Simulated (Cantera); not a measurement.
An isothermal, constant-pressure homogeneous reactor starts with CO : O₂ : H₂O : N₂ = 0.019 : 0.0034 : 0.07 : 1 (molar parts), at 973 K and 1.00 atm. Integrator tolerance rtol = 1e-08.

Detailed kinetics in Cantera: GRI-Mech 3.0 (53 species, 325 reactions).

Q: What does this change do: pressure from 1.00 atm to 0.132 atm?

A: 
```tsv
quantity	before	after
x(CO) at 20.0 s	0.00669 (gas-phase equilibrium 0.00170)	0.00213 (gas-phase equilibrium 0.00170)
x(O₂) at 20.0 s	1.39e-8 (gas-phase equilibrium <1e-12)	1.01e-10 (gas-phase equilibrium <1e-12)
x(H₂O) at 20.0 s	0.0598 (gas-phase equilibrium 0.0548)	0.0552 (gas-phase equilibrium 0.0548)
x(NO) at 20.0 s	4.41e-10 (gas-phase equilibrium <1e-12)	5.11e-8 (gas-phase equilibrium <1e-12)
x(H₂) at 20.0 s	0.00452 (gas-phase equilibrium 0.00951)	0.00907 (gas-phase equilibrium 0.00951)
```

Q: What does this change do: H2O 0.07 to 0.0078 parts?

A: 
| quantity | before | after |
|---|---|---|
| x(CO) at 20.0 s | 0.00669 (gas-phase equilibrium 0.00170) | 0.0106 (gas-phase equilibrium 0.00778) |
| x(O₂) at 20.0 s | 1.39e-8 (gas-phase equilibrium <1e-12) | 1.48e-8 (gas-phase equilibrium <1e-12) |
| x(H₂O) at 20.0 s | 0.0598 (gas-phase equilibrium 0.0548) | 0.00632 (gas-phase equilibrium 0.00350) |
| x(NO) at 20.0 s | 4.41e-10 (gas-phase equilibrium <1e-12) | 3.73e-9 (gas-phase equilibrium <1e-12) |
| x(H₂) at 20.0 s | 0.00452 (gas-phase equilibrium 0.00951) | 0.00127 (gas-phase equilibrium 0.00410) |
